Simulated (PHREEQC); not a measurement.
## Alkaline etch or developer (model solution)

Solution (25 °C): 0.099 mol/kgw TMAH and 0.00013 mol/kgw K2SiO3. Closed to the air; pH follows from the charge balance.

All values are PHREEQC results (ion-association model, phreeqc.dat), not measurements.

```
Item                      Result
----------------  --------------
pH                         12.87
ionic strength    0.0993 mol/kgw
total alkalinity     99.3 meq/kg
```

```csv
species,molality,activity,log γ
OH-,0.0991,0.0755,-0.118
(CH3)4N+,0.0990,0.0762,-0.114
K+,0.000260,0.000199,-0.116
H2SiO4-2,6.54e-5,2.53e-5,-0.412
H3SiO4-,6.46e-5,4.97e-5,-0.114
H4SiO4,4.40e-8,4.50e-8,0.010
```

This is a speciation only: nothing precipitates in the calculation. (CH3)4N+ isn't in the database: it is added as a free cation with an ion size of 4 Å.
